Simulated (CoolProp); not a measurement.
Vapour pressure (MPa) of carbon monoxide: the reference equation beside estimates from Tc = 132.9 K, pc = 3.498 MPa, ω = 0.050. Clausius-Clapeyron is anchored at 103 K with a constant enthalpy of vaporisation of 4.984 kJ/mol.

The numbers come from the reference Helmholtz-energy equation of state, Lemmon 2006 in CoolProp. It is a short technical equation, of lower accuracy than the large ones.

```
T (K)  reference  Clausius-Clapeyron  van der Waals  Soave-Redlich-Kwong
-----  ---------  ------------------  -------------  -------------------
99.7      0.5324              0.5569            ___                  ___
103       0.6752              0.6752          1.158               0.6798
106.3     0.8438              0.8089          1.342               0.8510
109.6      1.041              0.9587          1.543                1.051
112.9      1.268               1.125          1.763                1.283
116.2        ___               1.308            ___                1.548
119.5      1.828               1.508          2.257                1.850
122.7      2.155                 ___          2.525                2.180
126        2.536               1.954          2.820                2.561
```

Problem. What belongs in the gaps?

Solution. 
- 99.7, van der Waals: 0.9907
- 99.7, Soave-Redlich-Kwong: 0.5351
- 116.2, reference: 1.530
- 116.2, van der Waals: 2.001
- 122.7, Clausius-Clapeyron: 1.719

Absolute difference from the reference over all 9 rows, mean and median: Clausius-Clapeyron 11.5 and 11.3 %, van der Waals 42.9 and 39.0 %, Soave-Redlich-Kwong 1.0 and 1.0 %.
